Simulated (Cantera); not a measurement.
Feed: 1 mol FeS, a varied amount of H2, 0.06 mol H2O, held at 802 °C and 1000 Pa.

Cantera equilibrium calculation (NASA polynomials, part measured and part estimated; ideal gas, pure solids and liquids). Candidate condensed phases: Fe, FeO, Fe(OH)2, Fe(OH)3, FeS, FeSO4, FeS2, Fe2O3, Fe2(SO4)3, Fe3O4, H2O, H2SO4, S; 22 gas species. Mutual solubility and eutectic melting of coexisting phases are not modelled. FeS: taken at fixed stoichiometry. Kinetics and transport are ignored.

Task: Which condensed phases are stable at each of these points (n(H2) (mol)): 230, 320, 440, 600, 830, 1100, 1600, 2200?

Result: 
```tsv
n(H2) (mol)	condensed phases	Fe condensed (%)
230	Fe(α) + FeS(s)	100.0
320	Fe(α) + FeS(s)	100.0
440	Fe(α) + FeS(s)	100.0
600	Fe(α)	100.0
830	Fe(α)	100.0
1100	Fe(α)	100.0
1600	Fe(α)	100.0
2200	Fe(α)	100.0
```

From 230 mol H2 to 440 mol H2 the condensed part is Fe(α) + FeS(s). From 600 mol H2 to 2200 mol H2 the condensed part is Fe(α).
